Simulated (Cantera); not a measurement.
An isothermal, constant-pressure homogeneous reactor starts with 3.57 % H₂, 96.4 % O₂, equivalence ratio 0.018, at 1125 K and 20.0 Torr.

Computed with Cantera and the H2/O2 subset of GRI-Mech 3.0, which has no nitrogen chemistry. Radical loss at walls, strong at low pressure, is not modelled. The temperature is held fixed by assumption; the heat of reaction is taken as removed at once.

x: mole fraction; the columns are a selection and need not sum to one.

| t (s) | x H₂ | x O₂ | x OH | x H₂O | x H | x H₂O₂ | x O |
|---|---|---|---|---|---|---|---|
| 0.000500 | 0.0357 | 0.964 | 4.51e-8 | 9.74e-8 | 2.92e-8 | 5.26e-12 | 7.43e-8 |
| 0.00126 | 0.0356 | 0.964 | 2.35e-5 | 5.46e-5 | 1.51e-5 | 2.33e-10 | 3.90e-5 |
| 0.00316 | 0.00111 | 0.941 | 0.00255 | 0.0307 | 0.00539 | 2.28e-7 | 0.0197 |
| 0.00793 | 0.000316 | 0.949 | 0.00154 | 0.0338 | 0.00217 | 1.36e-7 | 0.0135 |
| 0.0199 | 0.000128 | 0.958 | 0.000970 | 0.0353 | 0.000545 | 1.31e-7 | 0.00543 |
| 0.0501 | 3.18e-5 | 0.962 | 0.000484 | 0.0360 | 6.81e-5 | 1.06e-7 | 0.00137 |
| 0.126 | 6.02e-6 | 0.963 | 0.000214 | 0.0362 | 5.86e-6 | 6.44e-8 | 0.000266 |
| 0.316 | 1.12e-6 | 0.964 | 9.46e-5 | 0.0363 | 4.99e-7 | 3.00e-8 | 5.13e-5 |
| 0.795 | 2.40e-7 | 0.964 | 4.46e-5 | 0.0363 | 5.20e-8 | 1.18e-8 | 1.13e-5 |
| 2.00 | [?] | 0.964 | [?] | 0.0363 | [?] | [?] | [?] |
| 5.02 | 1.81e-8 | 0.964 | 1.25e-5 | 0.0363 | 1.15e-9 | 1.62e-9 | 8.95e-7 |
| 12.6 | 5.97e-9 | 0.964 | 7.25e-6 | 0.0363 | 2.23e-10 | 6.10e-10 | 3.00e-7 |
| 31.7 | 2.16e-9 | 0.964 | 4.37e-6 | 0.0363 | 4.91e-11 | 2.40e-10 | 1.09e-7 |
| 79.6 | 9.10e-10 | 0.964 | [?] | 0.0363 | 1.36e-11 | 1.08e-10 | [?] |
| 200 | 5.80e-10 | 0.964 | 2.27e-6 | 0.0363 | 6.96e-12 | 7.16e-11 | 2.95e-8 |

Some entries are withheld; supply them.


- 2.00, x H₂: 6.12e-8
- 2.00, x OH: 2.28e-5
- 2.00, x H: 6.96e-9
- 2.00, x H₂O₂: 4.38e-9
- 2.00, x O: 2.97e-6
- 79.6, x OH: 2.85e-6
- 79.6, x O: 4.63e-8
